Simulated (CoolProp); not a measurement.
Vapour-liquid equilibrium of R22 (1) + n-hexane (2) at 27.35 °C; x and y are mole fractions of (1).

The numbers come from the multi-fluid Helmholtz-energy mixture model, Kamei 1995 and Thol 2019; pair parameters Bell 2016 in CoolProp.

```
x     bubble pressure (bar)  y at the bubble point  dew pressure at overall composition x (bar)  liquid density (mol/L)
----  ---------------------  ---------------------  -------------------------------------------  ----------------------
0.05                 0.9852                    [?]                                          [?]                   7.766
0.2                   3.124                  0.934                                       0.2789                   8.392
0.35                  4.908                    [?]                                       0.3431                   9.097
0.5                   6.353                  0.973                                       0.4452                   9.901
0.65                  7.617                  0.981                                       0.6336                   10.82
0.8                   8.918                  0.988                                        1.098                   11.90
0.95                  10.49                  0.997                                        4.012                   13.18
```

What belongs in the gaps?


- 0.05, y at the bubble point: 0.777
- 0.05, dew pressure at overall composition x (bar): 0.2349
- 0.35, y at the bubble point: 0.961

No azeotrope shows between x = 0.05 and 0.95.

Pair parameters are fitted to limited data, so mixtures are less certain than the pure fluids. The gap from Raoult's law changes sign with composition, which may be real or a fault of the pair parameters; it wasn't checked against measurements.
